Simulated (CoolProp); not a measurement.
n-perfluorohexane at several states: fugacity coefficient from the reference equation and from simpler models built on Tc = 448.0 K, pc = 1742 kPa, ω = 0.497; each cubic takes its own stable root.

The numbers come from the reference Helmholtz-energy equation of state, Gao 2022 in CoolProp.

```json
[
 {"T (K)": "366.8", "p (kPa)": "99.7", "phase": "gas", "reference": "?", "van der Waals": "?", "Peng-Robinson": "?"},
 {"T (K)": "440.7", "p (kPa)": "378", "phase": "gas", "reference": "?", "van der Waals": "?", "Peng-Robinson": "?"},
 {"T (K)": "419.9", "p (kPa)": "12.1", "phase": "gas", "reference": "0.9969", "van der Waals": "0.9976", "Peng-Robinson": "0.9967"},
 {"T (K)": "254.2", "p (kPa)": "51.2", "phase": "liquid", "reference": "0.05421", "van der Waals": "?", "Peng-Robinson": "0.05880"}
]
```

**Question.** Complete the blanks.

**Answer.** 
- 366.8, reference: 0.9598
- 366.8, van der Waals: 0.9727
- 366.8, Peng-Robinson: 0.9583
- 440.7, reference: 0.9202
- 440.7, van der Waals: 0.9333
- 440.7, Peng-Robinson: 0.9146
- 254.2, van der Waals: 0.9680

At some of these states van der Waals gives the other phase, because its saturation line lies elsewhere.
